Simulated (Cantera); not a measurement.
Input (Python, Cantera):

```python
import numpy as np
import cantera as ct

gas = ct.Solution("SiF4_NH3_mec.yaml", "gas")
gas.TPX = 2275, 4400, {'NH3': 1, 'H2': 2.3}
inlet = ct.Reservoir(gas, clone=True)

reactor = ct.IdealGasConstPressureReactor(gas, energy="off", clone=False)
exhaust = ct.Reservoir(gas, clone=True)
tau = [0.78, 0.44, 0.25, 0.14, 0.078, 0.044, 0.025, 0.014, 0.0078, 0.0044][0]
for a, b in ((inlet, reactor), (reactor, exhaust)):
    ct.MassFlowController(a, b, mdot=lambda t: reactor.mass / tau)
net = ct.ReactorNet([reactor])
show = ['NH3', 'H2', 'H', 'N', 'NH']

rows = []
print(f"{'tau/s':>10s}{'T/K':>9s}" + "".join(f"{s:>11s}" for s in show))
for tau in [0.78, 0.44, 0.25, 0.14, 0.078, 0.044, 0.025, 0.014, 0.0078, 0.0044]:
    net.initial_time = 0.0
    net.advance(30 * tau)
    before = gas.X
    net.advance(40 * tau)
    drift = np.max(np.abs(gas.X - before) / (gas.X + 1e-9))
    rows.append([gas.T, *gas[show].X, drift])
    print(f"{tau:10.3e}{gas.T:9.1f}" + "".join(f"{x:11.3e}" for x in gas[show].X))
```

It prints:

```
     tau/s      T/K        NH3         H2          H          N         NH
 7.800e-01   2275.0  1.363e-02  8.704e-01  5.033e-03  8.978e-06  3.193e-05
 4.400e-01   2275.0  2.806e-02  8.627e-01  3.753e-03  7.777e-06  3.697e-05
 2.500e-01   2275.0  4.975e-02  8.499e-01  3.002e-03  7.266e-06  4.284e-05
 1.400e-01   2275.0  8.113e-02  8.309e-01  2.479e-03  6.992e-06  4.928e-05
 7.800e-02   2275.0  1.214e-01  8.063e-01  2.100e-03  6.801e-06  5.550e-05
 4.400e-02   2275.0  1.651e-01  7.795e-01  1.832e-03  6.625e-06  6.062e-05
 2.500e-02   2275.0  2.060e-01  7.544e-01  1.642e-03  6.434e-06  6.419e-05
 1.400e-02   2275.0  2.404e-01  7.333e-01  1.506e-03  6.195e-06  6.605e-05
 7.800e-03   2275.0  2.653e-01  7.180e-01  1.406e-03  5.861e-06  6.590e-05
 4.400e-03   2275.0  2.812e-01  7.082e-01  1.323e-03  5.369e-06  6.343e-05
```

Model: the gas-phase N/H chemistry of the illustrative SiF4/NH3 mechanism in the Surface Chemkin manual (1991), integrated in Cantera. Walls and surfaces, which speed up NH3 decomposition in real reactors, are not modelled.
